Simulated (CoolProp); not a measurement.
CH2F2 (R32) at 239.92 K and 1.02 MPa flows at 1.5 m/s in a round tube of 6 mm bore and 45 µm roughness, fully developed (64/Re and Nu = 3.66 if laminar; Colebrook and Gnielinski if turbulent). Each further row changes one setting.

The numbers come from the reference Helmholtz-energy equation of state, Tillner-Roth 1997 in CoolProp.

```tsv
case	Reynolds number	Darcy friction factor	pressure drop (Pa/m)	heat-transfer coefficient (W/(m² K))	mass flow (kg/h)
as stated	44600	?	?	8030	?
velocity 3 m/s	89200	?	30700	16000	355
diameter 12 mm	89200	?	3180	?	710
```

**Question.** Fill in the missing entries.

**Answer.** 
- as stated, Darcy friction factor: 0.0360
- as stated, pressure drop (Pa/m): 7850
- as stated, mass flow (kg/h): 177
- velocity 3 m/s, Darcy friction factor: 0.0353
- diameter 12 mm, Darcy friction factor: 0.0291
- diameter 12 mm, heat-transfer coefficient (W/(m² K)): 6810

Viscosity comes from a separate model (Bell 2016), an estimate that may be off by 10 % or more. Thermal conductivity comes from a separate model (Huber 2003), an estimate that may be off by 10 % or more.
